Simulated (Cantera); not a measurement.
A closed system holds: 1 mol Si3H8, 3.2 mol H2, held at 101000 Pa.

These are equilibrium values from Cantera (NASA tables, ideal gas, pure condensed phases), not measurements of a reactor. Candidate condensed phases: Si; 9 gas species. The feed counts by its element totals alone. Gases not in the tables: Si2H6 and higher silanes. Rates play no part.

Task: Which condensed phases are stable at each of these points (T (°C)): 652, 727, 802, 877, 952, 1027, 1102, 1177, 1252, 1327, 1402, 1477?

Result: 
| T (°C) | condensed phases | Si condensed (%) |
|---|---|---|
| 652 | Si(s) | 100.0 |
| 727 | Si(s) | 100.0 |
| 802 | Si(s) | 100.0 |
| 877 | Si(s) | 100.0 |
| 952 | Si(s) | 100.0 |
| 1027 | Si(s) | 100.0 |
| 1102 | Si(s) | 100.0 |
| 1177 | Si(s) | 100.0 |
| 1252 | Si(s) | 100.0 |
| 1327 | Si(s) | 100.0 |
| 1402 | Si(s) | 100.0 |
| 1477 | Si(l) | 100.0 |

From 652 °C to 1402 °C the condensed part is Si(s). At 1477 °C the condensed part is Si(l).
